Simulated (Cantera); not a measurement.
An adiabatic, constant-pressure homogeneous reactor starts with CO : H2 : O2 : N2 = 1 : 0.049 : 1.34 : 5.06 (molar parts), equivalence ratio 0.39, at 1200 K and 975 Torr. Integrator tolerance rtol = 1e-08.

Computed with Cantera and GRI-Mech 3.0 (53 species, 325 reactions).

**Question.** What does this change do: pressure from 975 Torr to 2630 Torr?

**Answer.** 
| quantity | before | after |
|---|---|---|
| time of steepest temperature rise | 0.160 ms | 0.159 ms |
| temperature at 0.500 s | 2234 K | 2243 K |
| equilibrium temperature | 2233 K | 2243 K |
| x(CO) at 0.500 s | 0.00280 (gas-phase equilibrium 0.00280) | 0.00183 (gas-phase equilibrium 0.00183) |
| x(H2) at 0.500 s | 2.37e-5 (gas-phase equilibrium 2.37e-5) | 1.56e-5 (gas-phase equilibrium 1.56e-5) |
| x(O2) at 0.500 s | 0.113 (gas-phase equilibrium 0.113) | 0.113 (gas-phase equilibrium 0.113) |
| x(N2O) at 0.500 s | 5.83e-7 (gas-phase equilibrium 5.84e-7) | 9.78e-7 (gas-phase equilibrium 9.78e-7) |
| x(H) at 0.500 s | 2.93e-5 (gas-phase equilibrium 2.92e-5) | 1.52e-5 (gas-phase equilibrium 1.52e-5) |
| x(H2O2) at 0.500 s | 9.21e-9 (gas-phase equilibrium 9.20e-9) | 1.58e-8 (gas-phase equilibrium 1.58e-8) |
| x(HO2) at 0.500 s | 1.13e-6 (gas-phase equilibrium 1.12e-6) | 1.50e-6 (gas-phase equilibrium 1.50e-6) |
The hydrogen kinetics of GRI-Mech 3.0 are dated; newer H2 mechanisms differ, most at raised pressure.

**Question.** What does this change do: H2 0.049 to 0.11 parts?

**Answer.** 
```tsv
quantity	before	after
time of steepest temperature rise	0.160 ms	0.106 ms
temperature at 0.500 s	2234 K	2269 K
equilibrium temperature	2233 K	2269 K
x(CO) at 0.500 s	0.00280 (gas-phase equilibrium 0.00280)	0.00357 (gas-phase equilibrium 0.00357)
x(H2) at 0.500 s	2.37e-5 (gas-phase equilibrium 2.37e-5)	6.82e-5 (gas-phase equilibrium 6.82e-5)
x(O2) at 0.500 s	0.113 (gas-phase equilibrium 0.113)	0.108 (gas-phase equilibrium 0.108)
x(N2O) at 0.500 s	5.83e-7 (gas-phase equilibrium 5.84e-7)	6.12e-7 (gas-phase equilibrium 6.13e-7)
x(H) at 0.500 s	2.93e-5 (gas-phase equilibrium 2.92e-5)	6.00e-5 (gas-phase equilibrium 5.99e-5)
x(H2O2) at 0.500 s	9.21e-9 (gas-phase equilibrium 9.20e-9)	2.25e-8 (gas-phase equilibrium 2.25e-8)
x(HO2) at 0.500 s	1.13e-6 (gas-phase equilibrium 1.12e-6)	1.84e-6 (gas-phase equilibrium 1.84e-6)
```
